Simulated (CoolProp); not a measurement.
Computed with CoolProp (reference Helmholtz-energy equation of state, Zhou 2011).

Task: For dimethyl carbonate, give the phase and the cp (kJ/(kg K)), cv (kJ/(kg K)), Joule-Thomson coefficient (K/MPa) at 600 K and 0.0233 MPa.

Result: 
- 600 K and 0.0233 MPa: gas; cp 1.86, cv 1.77, Joule-Thomson coefficient 5.44
